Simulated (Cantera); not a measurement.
## Counterflow diffusion flame

A counterflow diffusion flame at 750 Torr, nozzles 20 mm apart: fuel side CH4 : CO = 1 : 1.1 (molar parts) at 375 K, oxidiser side O2 : N2 = 0.23 : 0.77 (molar parts) at 675 K, fuel mass flux 1.3 times the oxidiser's; mixture-averaged transport, no radiation.

Cantera simulation using GRI-Mech 3.0 (53 species, 325 reactions); the numbers are that mechanism's predictions, not measurements. GRI-Mech 3.0 has no aromatics or soot, which form on the fuel side of real flames. The maximum strain rate includes the flame's own expansion and is several times the mean.

```csv
oxidiser flux (kg/m²/s),max strain (1/s),mean strain (1/s),T max (K),peak x OH,peak x H,peak x NO,peak x CO,peak x C2H2
0.25,220,47.0,2251,0.0107,0.00542,0.000406,0.524,0.0120
0.34,291,63.9,2233,0.0107,0.00572,0.000371,0.524,0.0115
0.47,390,88.3,2215,0.0106,0.00604,0.000336,0.524,0.0110
0.64,519,120,2198,0.0106,0.00633,0.000305,0.524,0.0105
0.88,697,165,2182,0.0105,0.00664,0.000273,0.524,0.0101
1.2,932,225,2166,0.0103,0.00693,0.000242,0.524,0.00964
1.7,1290,319,2145,0.0101,0.00720,0.000205,0.524,0.00906
2.3,1720,432,2124,0.00979,0.00737,0.000171,0.524,0.00843
3.1,2270,582,2100,0.00936,0.00743,0.000136,0.524,0.00763
```
x: mole fraction; the columns are a selection and need not sum to one.
